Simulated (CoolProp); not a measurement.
Values from CoolProp's reference Helmholtz-energy equation of state, Outcalt 1996. It is a modified Benedict-Webb-Rubin equation, recast in Helmholtz form.

### Question
Give the vapour pressure (kPa), liquid density (kg/m³), enthalpy of vaporisation (kJ/kg), liquid viscosity (µPa s) of saturated R152A at 304.7 K.

### Answer
```
T (K)  p (kPa)  liquid density (kg/m³)  enthalpy of vaporisation (kJ/kg)  liquid viscosity (µPa s)
-----  -------  ----------------------  --------------------------------  ------------------------
304.7      721                     883                               271                       149
```

Viscosity comes from a separate model (Bell 2016), an estimate that may be off by 10 % or more.
